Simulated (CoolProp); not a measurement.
Vapour-liquid equilibrium of R13 (1) + propylene (2) at 3.32 bar; x and y are mole fractions of (1).

The numbers come from the multi-fluid Helmholtz-energy mixture model, Platzer 1990 and Lemmon 2013; pair parameters Bell 2016 in CoolProp. This equation is an older, rougher fit; its heat capacities, sound speeds and derivatives of the liquid may be far off and weren't checked against measurements.

| x | bubble temperature (K) | y at the bubble point | dew temperature at overall composition x (K) | liquid density (mol/L) |
|---|---|---|---|---|
| 0.05 | 249.0 | 0.230 | 254.2 | 13.70 |
| 0.2 | … | … | 249.9 | 13.86 |
| 0.35 | 229.6 | 0.723 | 245.1 | 13.86 |
| 0.5 | 225.4 | … | 239.6 | 13.79 |
| 0.65 | … | … | … | 13.71 |
| 0.8 | … | 0.915 | 225.6 | 13.63 |
| 0.95 | … | 0.976 | 218.8 | 13.58 |

Q: Fill in the missing entries.

A: 
- 0.2, bubble temperature (K): 236.3
- 0.2, y at the bubble point: 0.579
- 0.5, y at the bubble point: 0.803
- 0.65, bubble temperature (K): 222.5
- 0.65, y at the bubble point: 0.861
- 0.65, dew temperature at overall composition x (K): 233.1
- 0.8, bubble temperature (K): 220.1
- 0.95, bubble temperature (K): 217.9

No azeotrope shows between x = 0.05 and 0.95.

Pair parameters are fitted to limited data, so mixtures are less certain than the pure fluids.
